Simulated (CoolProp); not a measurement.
Vapour-liquid equilibrium of propane (1) + toluene (2) at 0.607 bar; x and y are mole fractions of (1).

Model: multi-fluid Helmholtz-energy mixture model, Lemmon 2009 and Lemmon 2006; pair parameters Bell 2016, in CoolProp.

Problem. Give the bubble temperature and the first vapour's composition at x = 0.25, 0.45, 0.65. Is there an azeotrope?

Solution. x = 0.25: 235.8 K, y = 0.999; x = 0.45: 227.9 K, y = 1.000; x = 0.65: 225.0 K, y = 1.000. No azeotrope shows between x = 0.05 and 0.95.

Pair parameters are fitted to limited data, so mixtures are less certain than the pure fluids. With so large a gap from Raoult's law the liquid may split in two, which this calculation doesn't test in full.
